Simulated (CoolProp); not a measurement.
Ethane along the isobar 3960 kPa: fugacity coefficient from the reference equation and from simpler models built on Tc = 32.2 °C, pc = 4872 kPa, ω = 0.099; each cubic takes its own stable root.

Model: reference Helmholtz-energy equation of state, Bücker 2006, in CoolProp.

```json
[
 {"T (°C)": "-25.15", "phase": "liquid", "reference": "0.2842"},
 {"T (°C)": "-16.75", "phase": "liquid", "reference": "0.3462"},
 {"T (°C)": "-8.35", "phase": "liquid", "reference": "0.4144"},
 {"T (°C)": "0.15", "phase": "liquid", "reference": "0.4887"},
 {"T (°C)": "8.55", "phase": "liquid", "reference": "0.5664"},
 {"T (°C)": "17.05", "phase": "liquid", "reference": "0.6476"},
 {"T (°C)": "25.45", "phase": "gas", "reference": "0.7096"},
 {"T (°C)": "33.85", "phase": "gas", "reference": "0.7365"},
 {"T (°C)": "42.35", "phase": "gas", "reference": "0.7596"},
 {"T (°C)": "50.75", "phase": "gas", "reference": "0.7796"},
 {"T (°C)": "59.15", "phase": "gas", "reference": "0.7972"},
 {"T (°C)": "67.65", "phase": "gas", "reference": "0.8133"},
 {"T (°C)": "76.05", "phase": "gas", "reference": "0.8275"},
 {"T (°C)": "84.45", "phase": "gas", "reference": "0.8404"},
 {"T (°C)": "92.95", "phase": "gas", "reference": "0.8523"},
 {"T (°C)": "101.35", "phase": "gas", "reference": "0.8631"}
]
```

Task: How far does each simpler model (van der Waals, Soave-Redlich-Kwong, Peng-Robinson) lie from the reference over these 16 states: mean and median of the absolute difference, and the worst?

Result: 
- van der Waals: mean 12.7 %, median 2.9 %, worst +56.4 % at -25.15 °C and 3960 kPa
- Soave-Redlich-Kwong: mean 0.7 %, median 0.1 %, worst +2.1 % at -16.75 °C and 3960 kPa
- Peng-Robinson: mean 2.1 %, median 2.4 %, worst -2.9 % at 33.85 °C and 3960 kPa

At some of these states van der Waals gives the other phase, because its saturation line lies elsewhere.
